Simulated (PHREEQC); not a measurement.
A solution holds 0.0068 mol/kgw ZnCl2, 6.57e-05 mol/kgw KCl and 0.015 mol/kgw H2SO4, at 20 °C. Closed to the air; pH follows from the charge balance.

Model: ion-association model, wateq4f.dat, run in PHREEQC.

This is a speciation only: nothing precipitates in the calculation.

### Question
Order these Zn species by the share of Zn that they hold, largest first: Zn(SO4)2-2, ZnCl+, ZnSO4, Zn+2.

### Answer
Zn+2 (72 %), ZnSO4 (25 %), Zn(SO4)2-2 (1.4 %), ZnCl+ (1.1 %)

The pH is 1.70 and the ionic strength 0.0449 mol/kgw. Complexes and solids missing from the database can't appear.
